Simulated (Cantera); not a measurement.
A Cantera script and what it prints.

```python
import numpy as np
import cantera as ct

gas_names = """
    H2 O2 H2O NbO2 SiO B2O2
""".split()
cond_names = """
    Nb(cr) Nb(L) NbO2(I) NbO2(II) NbO2(III) NbO2(L) Si(cr) Si(L) Ti(a) Ti(b) Ti(L) Ti2O3(a) Ti2O3(b)
    Ti2O3(L) Ti3O5(a) Ti3O5(b) Ti3O5(L) B(b) B(L)
""".split()


def load(file, names, dense=False):
    # The tables refer to 1 bar. Condensed volumes are neglected.
    table = {s.name: s for s in ct.Species.list_from_file(file)}
    out = []
    for n in names:
        d = dict(table[n].input_data)
        d["thermo"] = dict(d["thermo"], **{"reference-pressure": 1e5})
        if dense:
            d["equation-of-state"] = {"model": "constant-volume", "density": "1e6 g/cm^3"}
        out.append(ct.Species.from_dict(d))
    return out


species = {s.name: s for s in load("nasa_gas.yaml", gas_names) + load("nasa_condensed.yaml", cond_names)}
# Each term lists the table entries of one substance; the one whose range holds T is used.
reactions = {
    '2 H2(g) + O2(g) = 2 H2O(g)':
        [(-2, ['H2']), (-1, ['O2']), (2, ['H2O'])],
    'Nb + O2(g) = NbO2':
        [(-1, ['Nb(cr)', 'Nb(L)']), (-1, ['O2']), (1, ['NbO2(I)', 'NbO2(II)', 'NbO2(III)', 'NbO2(L)'])],
    'Nb + O2(g) = NbO2(g)':
        [(-1, ['Nb(cr)', 'Nb(L)']), (-1, ['O2']), (1, ['NbO2'])],
    '2 Si + O2(g) = 2 SiO(g)':
        [(-2, ['Si(cr)', 'Si(L)']), (-1, ['O2']), (2, ['SiO'])],
    '1.333 Ti + O2(g) = 0.6667 Ti2O3':
        [(-1.3333333333333333, ['Ti(a)', 'Ti(b)', 'Ti(L)']), (-1, ['O2']), (0.6666666666666666, ['Ti2O3(a)', 'Ti2O3(b)', 'Ti2O3(L)'])],
    '1.2 Ti + O2(g) = 0.4 Ti3O5':
        [(-1.2, ['Ti(a)', 'Ti(b)', 'Ti(L)']), (-1, ['O2']), (0.4, ['Ti3O5(a)', 'Ti3O5(b)', 'Ti3O5(L)'])],
    '2 B + O2(g) = B2O2(g)':
        [(-2, ['B(b)', 'B(L)']), (-1, ['O2']), (1, ['B2O2'])],
}


def pick(names, T):
    return next(species[n] for n in names if species[n].thermo.min_temp <= T <= species[n].thermo.max_temp)


results = []
for label, terms in reactions.items():
    print(label)
    print("     T/K   dH/kJ  dS/(J/K)   dG/kJ   log10 K")
    for T in [723, 823, 923, 1023, 1123, 1223, 1323, 1423, 1523]:
        used = [(nu, pick(names, T)) for nu, names in terms]
        dH = sum(nu * s.thermo.h(T) for nu, s in used) / 1e6
        dS = sum(nu * s.thermo.s(T) for nu, s in used) / 1e3
        dG = dH - T * dS / 1e3
        logK = -dG * 1e6 / (ct.gas_constant * T * np.log(10))
        results.append((label, T, dH, dS, dG, logK, [s.name for _, s in used]))
        print(f"{T:8g} {dH:8.1f} {dS:8.1f} {dG:8.1f} {logK:8.2f}")
```

It prints:

```
2 H2(g) + O2(g) = 2 H2O(g)
     T/K   dH/kJ  dS/(J/K)   dG/kJ   log10 K
     723   -491.6   -105.8   -415.2    29.99
     823   -493.2   -107.8   -404.5    25.67
     923   -494.7   -109.5   -393.6    22.27
    1023   -496.0   -110.9   -382.6    19.53
    1123   -497.2   -112.0   -371.4    17.28
    1223   -498.2   -112.8   -360.2    15.38
    1323   -499.1   -113.5   -348.9    13.77
    1423   -499.9   -114.1   -337.5    12.39
    1523   -500.6   -114.6   -326.1    11.18
Nb + O2(g) = NbO2
     T/K   dH/kJ  dS/(J/K)   dG/kJ   log10 K
     723   -790.4   -178.3   -661.5    47.79
     823   -788.6   -176.0   -643.8    40.86
     923   -786.5   -173.6   -626.3    35.44
    1023   -784.1   -171.1   -609.1    31.10
    1123   -777.9   -165.4   -592.2    27.54
    1223   -775.3   -163.1   -575.8    24.59
    1323   -773.5   -161.7   -559.5    22.09
    1423   -771.7   -160.4   -543.4    19.95
    1523   -770.1   -159.3   -527.4    18.09
Nb + O2(g) = NbO2(g)
     T/K   dH/kJ  dS/(J/K)   dG/kJ   log10 K
     723   -203.0     24.7   -220.9    15.96
     823   -203.7     23.9   -223.3    14.17
     923   -204.3     23.1   -225.7    12.77
    1023   -205.1     22.4   -227.9    11.64
    1123   -205.8     21.7   -230.1    10.70
    1223   -206.6     21.0   -232.3     9.92
    1323   -207.4     20.4   -234.4     9.25
    1423   -208.3     19.7   -236.4     8.68
    1523   -209.2     19.1   -238.3     8.17
2 Si + O2(g) = 2 SiO(g)
     T/K   dH/kJ  dS/(J/K)   dG/kJ   log10 K
     723   -206.5    169.0   -328.6    23.74
     823   -208.0    167.0   -345.4    21.92
     923   -209.6    165.2   -362.0    20.49
    1023   -211.2    163.5   -378.5    19.33
    1123   -212.9    161.9   -394.8    18.36
    1223   -214.7    160.4   -410.9    17.55
    1323   -216.5    159.0   -426.8    16.85
    1423   -218.4    157.6   -442.7    16.25
    1523   -220.4    156.2   -458.4    15.72
1.333 Ti + O2(g) = 0.6667 Ti2O3
     T/K   dH/kJ  dS/(J/K)   dG/kJ   log10 K
     723  -1005.9   -179.1   -876.4    63.32
     823  -1003.8   -176.4   -858.6    54.50
     923  -1001.7   -174.0   -841.1    47.60
    1023   -999.8   -172.0   -823.8    42.06
    1123   -998.4   -170.7   -806.7    37.52
    1223  -1001.6   -173.5   -789.4    33.71
    1323   -999.2   -171.6   -772.1    30.48
    1423   -996.9   -170.0   -755.1    27.72
    1523   -994.9   -168.6   -738.1    25.32
1.2 Ti + O2(g) = 0.4 Ti3O5
     T/K   dH/kJ  dS/(J/K)   dG/kJ   log10 K
     723   -974.4   -170.4   -851.2    61.50
     823   -973.4   -169.2   -834.2    52.95
     923   -972.5   -168.1   -817.4    46.25
    1023   -971.5   -167.1   -800.6    40.88
    1123   -971.0   -166.6   -783.9    36.46
    1223   -974.4   -169.5   -767.0    32.76
    1323   -972.6   -168.1   -750.1    29.62
    1423   -970.8   -166.8   -733.4    26.92
    1523   -969.0   -165.6   -716.8    24.58
2 B + O2(g) = B2O2(g)
     T/K   dH/kJ  dS/(J/K)   dG/kJ   log10 K
     723   -456.6     25.4   -474.9    34.31
     823   -457.2     24.7   -477.4    30.30
     923   -457.8     23.9   -479.9    27.16
    1023   -458.5     23.2   -482.2    24.62
    1123   -459.2     22.5   -484.5    22.54
    1223   -460.0     21.9   -486.7    20.79
    1323   -460.8     21.2   -488.9    19.30
    1423   -461.7     20.6   -491.0    18.02
    1523   -462.6     20.0   -493.0    16.91
```

Cantera with NASA thermochemical tables; ideal gases at 1 bar, condensed phases pure. Condensed species are held in their standard states even where they would react or evaporate.
